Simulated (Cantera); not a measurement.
## Premixed flame

A freely propagating, adiabatic, planar premixed flame of CH4 : C2H6 : C3H8 : O2 : N2 = 1 : 0.45 : 0.59 : 7.5 : 28.2 (molar parts), equivalence ratio 0.87, unburnt at 648 K and 1.80 bar; mixture-averaged transport, grid criteria slope 0.08 and curve 0.16, no radiation.

Cantera simulation using GRI-Mech 3.0 (53 species, 325 reactions); the numbers are that mechanism's predictions, not measurements. GRI-Mech 3.0 was tuned for natural gas; its chemistry of propane as a main component is partial and can be far from experiment. Burning velocities carry a grid error of a few per cent, more on coarse grids.

```csv
z (mm),T (K),u (m/s),x CH4,x C2H6,x C3H8,x H,x N2O,x H2
-0.543,648,1.36,0.0265,0.0119,0.0156,<1e-8,<1e-8,0.000728
-0.362,650,1.37,0.0264,0.0119,0.0156,<1e-8,<1e-8,0.00212
-0.271,656,1.38,0.0262,0.0119,0.0156,<1e-8,<1e-8,0.00368
-0.181,692,1.47,0.0254,0.0116,0.0154,1.37e-7,<1e-8,0.00671
-0.0904,973,2.10,0.0205,0.00917,0.0120,3.66e-5,1.38e-8,0.0122
-0.0452,1340,2.95,0.0137,0.00458,0.00482,0.000426,4.29e-8,0.0152
0,1724,3.85,0.00460,0.000383,0.000191,0.00253,1.07e-7,0.0152
0.0452,1900,4.24,0.000498,1.87e-6,2.18e-7,0.00503,1.99e-7,0.0112
0.0904,1959,4.36,2.65e-5,<1e-8,<1e-8,0.00606,2.69e-7,0.00879
0.181,2030,4.48,7.15e-8,<1e-8,<1e-8,0.00591,3.11e-7,0.00796
0.362,2117,4.65,<1e-8,<1e-8,<1e-8,0.00433,3.32e-7,0.00701
0.723,2207,4.82,<1e-8,<1e-8,<1e-8,0.00244,3.71e-7,0.00524
1.45,2281,4.95,<1e-8,<1e-8,<1e-8,0.00121,4.06e-7,0.00354
```
x: mole fraction of selected species; z is measured from the peak of heat release.

The laminar burning velocity is 136 cm/s. The thermal thickness comes out as 0.181 mm. The peak x(H) is 0.00619, the peak x(H2) is 0.0158 and the grid points is 139.
